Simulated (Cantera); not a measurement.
An isothermal plug-flow reactor at 673 K and 100000 Pa (inlet), inlet velocity 0.46 m/s, active area per volume 5600 1/m; feed CO : O₂ : N₂ : H₂O = 0.021 : 0.11 : 0.79 : 0.064 (molar parts), equivalence ratio 0.095.

Model: Deutschmann's 1995 Pt surface mechanism with GRI-Mech 3.0 gas chemistry, integrated in Cantera. Catalytic surfaces can have several steady states; this one follows from the mechanism file's or the stated starting coverage. Mass transfer to the wall is taken as infinitely fast.

One state of this run: x CO = 0.00129; x O₂ = 0.103; x H₂O = 0.0656; x CO₂ = 0.0202; θ free Pt = 0.00490; θ O* = 0.991; θ OH* = 0.00422; θ CO* = 8.70e-5. x: gas mole fraction; θ: surface coverage.

Question: Which value of z (m) does it belong to?
A) 0.00012
B) 0.00038
C) 0.0068
D) 0.012

Answer: D, 0.012
